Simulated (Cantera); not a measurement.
A Cantera script and its output.

```python
import numpy as np
import cantera as ct

gas = ct.Solution("h2o2.yaml")
gas.TPX = 948, 13332, {'H2': 1.5, 'O2': 1, 'N2': 0.92}
reactor = ct.IdealGasConstPressureReactor(gas, energy="off", clone=False)
net = ct.ReactorNet([reactor])
net.rtol, net.atol = 1e-08, 1e-18
show = ['H2', 'O2', 'H2O', 'H', 'OH', 'HO2', 'O']
times = np.geomspace(0.0002, 40, 15)

steps = ct.SolutionArray(gas, extra=["t"])
rows = []
print(f"{'t/s':>10s}{'T/K':>9s}{'P/Pa':>11s}" + "".join(f"{s:>11s}" for s in show))
for t in times:
    while net.time < t:
        t_next = net.step()
        steps.append(gas.state, t=t_next)
    rows.append([np.interp(t, steps.t, y) for y in (steps.T, steps.P, *steps(*show).X.T)])
    print(f"{t:10.3e}{rows[-1][0]:9.1f}{rows[-1][1]:11.4g}" + "".join(f"{x:11.3e}" for x in rows[-1][2:]))
rate = np.gradient(steps.T, steps.t)
print("integrator steps:", len(steps.t))
if steps.T.max() > steps.T[0] + 200:
    print(f"time of steepest temperature rise: {steps.t[rate.argmax()]:.4e} s")
gas.TPX = 948, 13332, {'H2': 1.5, 'O2': 1, 'N2': 0.92}
gas.equilibrate("TP")
print(f"equilibrium (TP): T = {gas.T:.1f} K  " + "  ".join(f"{s} {gas[s].X[0]:.3e}" for s in show))
```

It prints:

```
       t/s      T/K       P/Pa         H2         O2        H2O          H         OH        HO2          O
 2.000e-04    948.0  1.333e+04  4.386e-01  2.924e-01  8.354e-09  6.622e-09  2.285e-10  2.070e-09  7.710e-10
 4.783e-04    948.0  1.333e+04  4.386e-01  2.924e-01  2.819e-06  2.068e-06  7.173e-08  5.043e-07  2.414e-07
 1.144e-03    948.0  1.333e+04  1.387e-01  1.619e-01  3.334e-01  5.105e-02  3.565e-03  7.294e-05  5.014e-03
 2.735e-03    948.0  1.333e+04  1.640e-02  1.009e-01  5.403e-01  2.897e-04  1.864e-04  5.435e-05  1.626e-04
 6.540e-03    948.0  1.333e+04  9.975e-03  9.810e-02  5.489e-01  3.030e-05  3.363e-05  4.618e-05  2.726e-05
 1.564e-02    948.0  1.333e+04  7.975e-03  9.721e-02  5.515e-01  3.998e-06  5.473e-06  3.928e-05  4.294e-06
 3.740e-02    948.0  1.333e+04  7.162e-03  9.683e-02  5.526e-01  1.532e-06  2.275e-06  3.332e-05  1.731e-06
 8.944e-02    948.0  1.333e+04  5.815e-03  9.622e-02  5.543e-01  1.222e-06  2.220e-06  3.107e-05  1.497e-06
 2.139e-01    948.0  1.333e+04  3.778e-03  9.531e-02  5.569e-01  6.640e-07  1.800e-06  2.514e-05  9.687e-07
 5.115e-01    948.0  1.333e+04  1.747e-03  9.440e-02  5.595e-01  2.301e-07  1.282e-06  1.628e-05  4.356e-07
 1.223e+00    948.0  1.333e+04  5.527e-04  9.388e-02  5.611e-01  4.243e-08  7.068e-07  7.391e-06  1.042e-07
 2.925e+00    948.0  1.333e+04  1.552e-04  9.370e-02  5.616e-01  5.041e-09  2.878e-07  2.555e-06  1.427e-08
 6.995e+00    948.0  1.333e+04  4.683e-05  9.365e-02  5.617e-01  6.346e-10  1.161e-07  8.576e-07  1.892e-09
 1.673e+01    948.0  1.333e+04  1.363e-05  9.364e-02  5.618e-01  9.151e-11  5.463e-08  2.779e-07  2.791e-10
 4.000e+01    948.0  1.333e+04  2.906e-06  9.363e-02  5.618e-01  1.252e-11  3.250e-08  6.875e-08  3.942e-11
integrator steps: 2331
equilibrium (TP): T = 948.0 K  H2 8.631e-11  O2 9.363e-02  H2O 5.618e-01  H 1.343e-14  OH 1.266e-07  HO2 3.027e-10  O 2.506e-11
```

Cantera simulation using the H2/O2 subset of GRI-Mech 3.0, which has no nitrogen chemistry; the numbers are that mechanism's predictions, not measurements. Radical loss at walls, strong at low pressure, is not modelled. Below about 950 K walls govern HO2 and H2O2 in real vessels. The temperature is held fixed by assumption; the heat of reaction is taken as removed at once.
